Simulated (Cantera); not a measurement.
Cantera run, input and output.

```python
import numpy as np
import cantera as ct

gas = ct.Solution("gri30.yaml")
gas.TPX = 1575, 1100000, {'C2H4': 0.017, 'O2': 0.006, 'N2': 1, 'H2O': 0.0013}
inlet = ct.Reservoir(gas, clone=True)

reactor = ct.IdealGasConstPressureReactor(gas, energy="off", clone=False)
exhaust = ct.Reservoir(gas, clone=True)
tau = [1.5, 0.52, 0.18, 0.06, 0.02, 0.007, 0.0024, 0.00081, 0.00027][0]
for a, b in ((inlet, reactor), (reactor, exhaust)):
    ct.MassFlowController(a, b, mdot=lambda t: reactor.mass / tau)
net = ct.ReactorNet([reactor])
show = ['C2H4', 'O2', 'N2O', 'H2O', 'HO2']

rows = []
print(f"{'tau/s':>10s}{'T/K':>9s}" + "".join(f"{s:>11s}" for s in show))
for tau in [1.5, 0.52, 0.18, 0.06, 0.02, 0.007, 0.0024, 0.00081, 0.00027]:
    net.initial_time = 0.0
    net.advance(30 * tau)
    before = gas.X
    net.advance(40 * tau)
    drift = np.max(np.abs(gas.X - before) / (gas.X + 1e-9))
    rows.append([gas.T, *gas[show].X, drift])
    print(f"{tau:10.3e}{gas.T:9.1f}" + "".join(f"{x:11.3e}" for x in gas[show].X))
```

It prints:

```
     tau/s      T/K       C2H4         O2        N2O        H2O        HO2
 1.500e+00   1575.0  2.807e-04  1.822e-05  1.143e-10  3.525e-03  5.114e-09
 5.200e-01   1575.0  3.003e-04  4.580e-05  3.108e-10  4.318e-03  1.434e-08
 1.800e-01   1575.0  3.662e-04  9.961e-05  7.655e-10  4.760e-03  3.752e-08
 6.000e-02   1575.0  5.099e-04  1.910e-04  1.709e-09  4.954e-03  9.408e-08
 2.000e-02   1575.0  7.714e-04  3.303e-04  3.308e-09  4.966e-03  2.183e-07
 7.000e-03   1575.0  1.204e-03  5.254e-04  5.432e-09  4.828e-03  4.535e-07
 2.400e-03   1575.0  1.951e-03  8.056e-04  7.878e-09  4.539e-03  8.898e-07
 8.100e-04   1575.0  3.192e-03  1.191e-03  1.009e-08  4.116e-03  1.659e-06
 2.700e-04   1575.0  5.084e-03  1.705e-03  1.147e-08  3.606e-03  3.004e-06
```

Computed with Cantera and GRI-Mech 3.0 (53 species, 325 reactions). GRI-Mech 3.0 was tuned for natural gas; its chemistry of ethylene as a main component is partial and can be far from experiment. GRI-Mech 3.0 stops at C3 and has no aromatics, soot or wall deposition, so with more carbon than oxygen in the feed, carbon stays in small species such as C2H2 where larger ones or solid carbon would form.
